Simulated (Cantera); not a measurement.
Charge: 1 mol PbO, 0.18 mol H2, at 0.000180 bar.

Equilibrium computed with Cantera from the NASA thermochemical tables; the gas is ideal and each condensed phase is pure. Candidate condensed phases: H2O, Pb, PbO, PbO2, Pb3O4; 12 gas species. Equilibrium is a limit: real reactors are often held back by kinetics, nucleation or transport.

x: gas mole fraction; n: condensed amount in mol.

```
T (°C)  x H2O     x H2      x Pb   x PbO  n Pb(s)  n PbO(red)  n Pb(l)
------  -----  -------  --------  ------  -------  ----------  -------
275     1.000  1.09e-5  7.27e-10  <1e-12    0.180       0.820        0
300     1.000  1.42e-5   4.63e-9  <1e-12    0.180       0.820        0
325     1.000  1.80e-5   2.52e-8  <1e-12    0.180       0.820        0
350     1.000  2.18e-5   1.15e-7       …        0       0.820    0.180
375     1.000  2.60e-5   4.67e-7       …        0       0.820    0.180
400     1.000  3.07e-5   1.70e-6       …        0       0.820    0.180
425     1.000  3.59e-5   5.64e-6       …        0       0.820    0.180
450     1.000  4.17e-5   1.72e-5       …        0       0.820    0.180
```

### Question
Fill in the missing entries.

### Answer

- 350, x PbO: 2.24e-12
- 375, x PbO: 1.86e-11
- 400, x PbO: 1.31e-10
- 425, x PbO: 8.01e-10
- 450, x PbO: 4.31e-9
